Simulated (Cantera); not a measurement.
**Gas activation for diamond growth**

An isothermal, constant-pressure homogeneous reactor starts with 2.82 % CH4, 97.2 % H2, at 1925 K and 0.118 atm.

Model: GRI-Mech 3.0 (53 species, 325 reactions), integrated in Cantera. GRI-Mech 3.0 stops at C3 and has no aromatics, soot or wall deposition, so with more carbon than oxygen in the feed, carbon stays in small species such as C2H2 where larger ones or solid carbon would form.

```csv
t (s),x CH4,x H2,x C2H,x C2H4,x CH3,x C2H2,x H
1.00e-5,0.0282,0.972,<1e-12,1.32e-10,1.02e-5,<1e-12,1.57e-5
3.46e-5,0.0281,0.972,<1e-12,6.18e-9,3.34e-5,5.78e-11,5.59e-5
0.000119,0.0281,0.972,<1e-12,2.56e-7,0.000113,1.10e-8,0.000195
0.000412,0.0278,0.971,2.34e-11,8.48e-6,0.000377,2.40e-6,0.000661
0.00143,0.0265,0.970,6.72e-9,7.49e-5,0.000995,0.000248,0.00184
0.00492,0.0215,0.972,9.38e-8,7.55e-5,0.00108,0.00260,0.00245
0.0170,0.0126,0.977,2.69e-7,3.48e-5,0.000656,0.00718,0.00256
0.0588,0.00496,0.981,4.34e-7,1.78e-5,0.000268,0.0111,0.00267
0.203,0.00155,0.983,5.13e-7,1.61e-5,8.59e-5,0.0129,0.00273
0.702,0.000522,0.983,5.38e-7,1.64e-5,2.91e-5,0.0134,0.00275
2.42,0.000334,0.983,5.42e-7,1.65e-5,1.86e-5,0.0135,0.00276
8.38,0.000330,0.983,5.42e-7,1.65e-5,1.84e-5,0.0135,0.00276
28.9,0.000330,0.983,5.42e-7,1.65e-5,1.84e-5,0.0135,0.00276
100,0.000330,0.983,5.42e-7,1.65e-5,1.84e-5,0.0135,0.00276
```
x: mole fraction; the columns are a selection and need not sum to one.

Equilibrium at this temperature and pressure: CH4 0.000330, H2 0.983, C2H 5.42e-7, C2H4 1.65e-5, CH3 1.84e-5, C2H2 0.0135, H 0.00276 (gas phase only).
